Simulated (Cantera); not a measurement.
Feed: 1 mol Cu₂O, 0.55 mol H₂, 0.45 mol H₂O, at 1 atm.

Cantera equilibrium calculation (NASA polynomials, part measured and part estimated; ideal gas, pure solids and liquids). Candidate condensed phases: Cu, CuO, Cu(OH)₂, Cu₂O, H₂O; 12 gas species. Mutual solubility and eutectic melting of coexisting phases are not modelled. Kinetics and transport are ignored.

### Question
Which condensed phases are stable at each of these points (T (K)): 1275, 1300, 1325, 1350, 1375, 1400, 1425, 1450?

### Answer
| T (K) | condensed phases | Cu condensed (%) |
|---|---|---|
| 1275 | Cu(s) + Cu₂O(s) | 100.0 |
| 1300 | Cu(s) + Cu₂O(s) | 100.0 |
| 1325 | Cu(s) + Cu₂O(s) | 100.0 |
| 1350 | Cu(s) + Cu₂O(s) | 100.0 |
| 1375 | Cu(l) + Cu₂O(s) | 100.0 |
| 1400 | Cu(l) + Cu₂O(s) | 100.0 |
| 1425 | Cu(l) + Cu₂O(s) | 100.0 |
| 1450 | Cu(l) + Cu₂O(s) | 100.0 |

From 1275 K to 1350 K the condensed part is Cu(s) + Cu₂O(s). From 1375 K to 1450 K the condensed part is Cu(l) + Cu₂O(s).
